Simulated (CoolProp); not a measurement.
Model: reference Helmholtz-energy equation of state, Bücker 2006, in CoolProp.

Question: Give the vapour pressure (MPa), surface tension (mN/m), liquid viscosity (µPa s) of saturated isobutane at 322.7 K.

Answer: 
| T (K) | p (MPa) | surface tension (mN/m) | liquid viscosity (µPa s) |
|---|---|---|---|
| 322.7 | 0.677 | 7.33 | 117 |

Viscosity comes from a separate model (Vogel 2000). Surface tension comes from a separate correlation (Mulero 2012).
